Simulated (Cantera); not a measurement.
A closed system holds: 1 mol Fe₃O₄, 1.4 mol C, 4.9 mol H₂, at 998.15 K and 38.0 mbar.

Cantera equilibrium calculation (NASA polynomials, part measured and part estimated; ideal gas, pure solids and liquids). Candidate condensed phases: C, C₆H₆, C₇H₈, C₈H₁₈, Fe, Fe(CO)₅, FeO, Fe(OH)₂, Fe(OH)₃, Fe₂O₃, Fe₃O₄, H₂O; 114 gas species. The tables' stoichiometric FeO is somewhat more stable than real wüstite, so its field is too wide. FeO: taken at fixed stoichiometry. Equilibrium is a limit: real reactors are often held back by kinetics, nucleation or transport.

Base state: H₂ 0.660, CO 0.177, H₂O 0.117, CO₂ 0.0455, CH₄ 2.48e-5 (mole fractions); condensed: Fe(α) + FeO(s).

Problem. What changes in the equilibrium state with this change: Fe₃O₄ replaced by MgO?

Solution. 
| species | before | after |
|---|---|---|
| H₂ | 0.660 | 0.996 |
| CH₄ | 2.48e-5 | 0.00367 |
| CO | 0.177 | 6.74e-8 |
| H₂O | 0.117 | 1.04e-9 |
| CO₂ | 0.0455 | <1e-9 |
| Fe(α), mol | 1.43 | 0 |
| FeO(s), mol | 1.57 | 0 |
| C(graphite), mol | 0 | 1.38 |
| MgO(s), mol | 0 | 1.00 |
Further candidate phases: Mg, MgCO₃, MgO, Mg(OH)₂.
